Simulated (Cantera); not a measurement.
Charge: 1 mol SiH₂Cl₂, 7.5 mol NO, 53 mol H₂, 0.79 mol O₃, at 1100 °C and 0.0133 bar.

Method: chemical equilibrium by Gibbs-energy minimisation in Cantera with the NASA 1993 tables (ideal gas, pure condensed phases). Candidate condensed phases: H₂O, NH₄Cl, Si, SiO₂, Si₂N₂O, Si₃N₄; 47 gas species. The tables hold silica as quartz up to 1696 K and as liquid above; real silica turns to tridymite and cristobalite and melts near 1996 K. Rates play no part.

Base state: H₂ 0.768, H₂O 0.134, N₂ 0.0638, HCl 0.0340, H 2.53e-5 (mole fractions); condensed: SiO₂(β-quartz).

Question: What changes in the equilibrium state with this change: O₃ from 0.79 to 7.8 mol?

Answer: 
```tsv
species	before	after
H₂O	0.134	0.492
H₂	0.768	0.410
N₂	0.0638	0.0638
H	2.53e-5	1.85e-5
HCl	0.0340	0.0340
SiO₂(β-quartz), mol	1.000	1.00
```

Question: What changes in the equilibrium state with this change: temperature from 1100 °C to 1425 °C?

Answer: 
```json
[
 {"species": "H₂", "before": "0.768", "after": "0.767"},
 {"species": "H₂O", "before": "0.134", "after": "0.134"},
 {"species": "N₂", "before": "0.0638", "after": "0.0638"},
 {"species": "H", "before": "2.53e-5", "after": "0.00110"},
 {"species": "SiO", "before": "1.32e-8", "after": "0.000113"},
 {"species": "HCl", "before": "0.0340", "after": "0.0340"},
 {"species": "Cl", "before": "9.28e-7", "after": "3.78e-5"},
 {"species": "SiO₂(β-quartz), mol", "before": "1.000", "after": "0"},
 {"species": "SiO₂(condensed), mol", "before": "0", "after": "0.993"}
]
```
